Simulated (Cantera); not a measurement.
## NO annealing gas

A perfectly stirred reactor is fed with 89.1 % NO, 10.7 % N2, 0.196 % H2O, at 760 Torr; it is held at 1875 K, and followed from long to short residence time.

Detailed kinetics in Cantera: GRI-Mech 3.0 (53 species, 325 reactions).

| τ (s) | x NO | x O | x N2 | x O2 | x NO2 | x N2O |
|---|---|---|---|---|---|---|
| 8.1 | 0.219 | 0.000140 | 0.443 | 0.335 | 0.000601 | 1.91e-5 |
| 3.1 | 0.354 | 0.000126 | 0.375 | 0.268 | 0.000869 | 4.98e-5 |
| 1.2 | 0.514 | 0.000107 | 0.295 | 0.187 | 0.00106 | 0.000107 |
| 0.45 | 0.673 | 8.32e-5 | 0.216 | 0.108 | 0.00107 | 0.000186 |
| 0.17 | 0.786 | 6.09e-5 | 0.159 | 0.0519 | 0.000896 | 0.000256 |
| 0.066 | 0.845 | 4.44e-5 | 0.129 | 0.0223 | 0.000685 | 0.000298 |
| 0.025 | 0.873 | 3.35e-5 | 0.116 | 0.00859 | 0.000517 | 0.000312 |
| 0.0097 | 0.884 | 2.72e-5 | 0.110 | 0.00317 | 0.000413 | 0.000303 |
| 0.0037 | 0.888 | 2.27e-5 | 0.108 | 0.00104 | 0.000336 | 0.000268 |
| 0.0014 | 0.890 | 1.80e-5 | 0.107 | 0.000267 | 0.000253 | 0.000202 |
| 0.00054 | 0.891 | 1.22e-5 | 0.107 | 4.68e-5 | 0.000152 | 0.000123 |
x: mole fraction; the columns are a selection and need not sum to one.
